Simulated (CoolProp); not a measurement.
Saturated liquid density (kg/m³) of octamethylcyclotetrasiloxane (D4): the reference equation beside estimates from Tc = 313.4 °C, pc = 13.47 bar, ω = 0.598. Rackett uses Z = 0.29056 − 0.08775 ω.

The numbers come from the reference Helmholtz-energy equation of state, Thol 2015 in CoolProp.

```json
[
 {"T (°C)": "55.25", "reference": "916.0", "Rackett": "1071", "van der Waals": "518.5", "Redlich-Kwong": "766.5", "Soave-Redlich-Kwong": "817.2", "Peng-Robinson": "918.7"},
 {"T (°C)": "67.75", "reference": "901.4", "Rackett": "1054", "van der Waals": "511.5", "Redlich-Kwong": "754.5", "Soave-Redlich-Kwong": "807.6", "Peng-Robinson": "908.4"},
 {"T (°C)": "80.25", "reference": "886.7", "Rackett": "1037", "van der Waals": "504.2", "Redlich-Kwong": "742.0", "Soave-Redlich-Kwong": "797.3", "Peng-Robinson": "897.5"},
 {"T (°C)": "92.75", "reference": "871.9", "Rackett": "1019", "van der Waals": "496.8", "Redlich-Kwong": "729.1", "Soave-Redlich-Kwong": "786.4", "Peng-Robinson": "885.9"},
 {"T (°C)": "105.25", "reference": "856.8", "Rackett": "1001", "van der Waals": "489.0", "Redlich-Kwong": "715.6", "Soave-Redlich-Kwong": "774.9", "Peng-Robinson": "873.5"},
 {"T (°C)": "117.85", "reference": "841.3", "Rackett": "982.2", "van der Waals": "480.9", "Redlich-Kwong": "701.4", "Soave-Redlich-Kwong": "762.4", "Peng-Robinson": "860.2"},
 {"T (°C)": "130.35", "reference": "825.7", "Rackett": "963.1", "van der Waals": "472.6", "Redlich-Kwong": "686.7", "Soave-Redlich-Kwong": "749.3", "Peng-Robinson": "846.0"},
 {"T (°C)": "142.85", "reference": "809.7", "Rackett": "943.5", "van der Waals": "463.9", "Redlich-Kwong": "671.3", "Soave-Redlich-Kwong": "735.2", "Peng-Robinson": "830.7"},
 {"T (°C)": "155.35", "reference": "793.2", "Rackett": "923.2", "van der Waals": "454.9", "Redlich-Kwong": "655.2", "Soave-Redlich-Kwong": "720.2", "Peng-Robinson": "814.3"},
 {"T (°C)": "167.85", "reference": "776.3", "Rackett": "902.3", "van der Waals": "445.4", "Redlich-Kwong": "638.3", "Soave-Redlich-Kwong": "704.0", "Peng-Robinson": "796.6"},
 {"T (°C)": "180.35", "reference": "758.9", "Rackett": "880.5", "van der Waals": "435.5", "Redlich-Kwong": "620.5", "Soave-Redlich-Kwong": "686.6", "Peng-Robinson": "777.5"}
]
```

Absolute difference from the reference over all 11 rows, mean and median: Rackett 16.6 and 16.7 %, van der Waals 42.9 and 42.8 %, Redlich-Kwong 16.9 and 16.6 %, Soave-Redlich-Kwong 9.7 and 9.5 %, Peng-Robinson 1.9 and 2.2 %.
